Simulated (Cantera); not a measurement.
An isothermal, constant-pressure homogeneous reactor starts with 22.7 % CH₄, 77.3 % H₂, at 1675 K and 10.00 Torr.

Computed with Cantera and GRI-Mech 3.0 (53 species, 325 reactions). GRI-Mech 3.0 stops at C3 and has no aromatics, soot or wall deposition, so with more carbon than oxygen in the feed, carbon stays in small species such as C2H2 where larger ones or solid carbon would form. Radical loss at walls, strong at low pressure, is not modelled.

x: mole fraction; the columns are a selection and need not sum to one.

```tsv
t (s)	x CH₄	x H₂	x C₂H₂	x H	x C₂H₄	x CH₃
4.00e-6	0.227	0.773	<1e-12	1.64e-7	<1e-12	2.14e-7
1.30e-5	0.227	0.773	<1e-12	4.12e-7	<1e-12	8.17e-7
4.24e-5	0.227	0.773	<1e-12	___	2.08e-12	___
0.000138	0.227	0.773	<1e-12	2.18e-6	1.65e-10	1.08e-5
0.000449	0.227	0.773	1.43e-11	6.40e-6	8.13e-9	3.60e-5
0.00146	0.227	0.773	2.10e-9	2.01e-5	3.12e-7	0.000118
0.00476	0.227	0.773	3.35e-7	6.47e-5	1.09e-5	0.000382
0.0155	0.225	0.773	6.44e-5	0.000209	0.000323	0.00122
0.0504	0.205	0.784	0.00539	0.000465	0.00252	0.00244
0.164	0.144	0.820	0.0315	0.000532	0.00154	0.00188
0.534	0.0689	0.865	0.0636	0.000636	0.000429	0.00102
1.74	0.0213	0.894	0.0836	0.000799	0.000104	0.000385
5.66	___	0.903	0.0903	0.000927	6.73e-5	___
18.4	0.00146	0.906	0.0919	0.000960	6.55e-5	3.14e-5
60.0	0.000625	0.906	0.0922	0.000964	6.56e-5	1.35e-5
```

Fill in the missing entries.


- 4.24e-5, x H: 8.83e-7
- 4.24e-5, x CH₃: 3.12e-6
- 5.66, x CH₄: 0.00526
- 5.66, x CH₃: 0.000110
